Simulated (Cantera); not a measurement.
## Adiabatic ignition

An adiabatic, constant-volume homogeneous reactor starts with CO : H2 : CH4 : O2 : N2 : H2O : CO2 = 1 : 0.032 : 0.037 : 0.246 : 0.924 : 0.5 : 0.024 (molar parts), equivalence ratio 2.4, at 1200 K and 1.90 bar.

Cantera simulation using GRI-Mech 3.0 (53 species, 325 reactions); the numbers are that mechanism's predictions, not measurements.

```csv
t (s),T (K),P (bar),x CO,x H2,x CH4,x H2O,x HO2,x CO2
5.00e-6,1200,1.90,0.362,0.0116,0.0134,0.181,5.46e-9,0.00869
1.19e-5,1200,1.90,0.362,0.0116,0.0134,0.181,2.58e-8,0.00869
2.84e-5,1200,1.90,0.362,0.0116,0.0134,0.181,1.01e-7,0.00869
6.77e-5,1200,1.90,0.362,0.0116,0.0134,0.181,4.71e-7,0.00869
0.000161,1200,1.90,0.362,0.0116,0.0134,0.181,6.87e-6,0.00873
0.000384,1284,2.03,0.358,0.0126,0.0107,0.184,0.000113,0.0151
0.000916,2560,3.82,0.228,0.0381,2.38e-12,0.191,3.03e-7,0.180
0.00218,2559,3.82,0.228,0.0381,2.40e-12,0.191,2.99e-7,0.180
0.00520,2557,3.81,0.228,0.0382,2.43e-12,0.191,2.93e-7,0.180
0.0124,2555,3.81,0.228,0.0382,2.46e-12,0.191,2.88e-7,0.180
0.0296,2555,3.81,0.228,0.0383,2.46e-12,0.191,2.88e-7,0.180
0.0704,2555,3.81,0.228,0.0383,2.46e-12,0.191,2.88e-7,0.180
0.168,2555,3.81,0.228,0.0383,2.46e-12,0.191,2.88e-7,0.180
0.400,2555,3.81,0.228,0.0383,2.46e-12,0.191,2.88e-7,0.180
```
x: mole fraction; the columns are a selection and need not sum to one.

The time of steepest temperature rise is 0.464 ms and the temperature at 0.400 s is 2555 K. The equilibrium temperature is 2555 K and the x(CO) at 0.400 s comes out as 0.228 (gas-phase equilibrium 0.228). The x(H2) at 0.400 s is 0.0383 (gas-phase equilibrium 0.0383) and the x(CH4) at 0.400 s is 2.46e-12 (gas-phase equilibrium 2.79e-12).
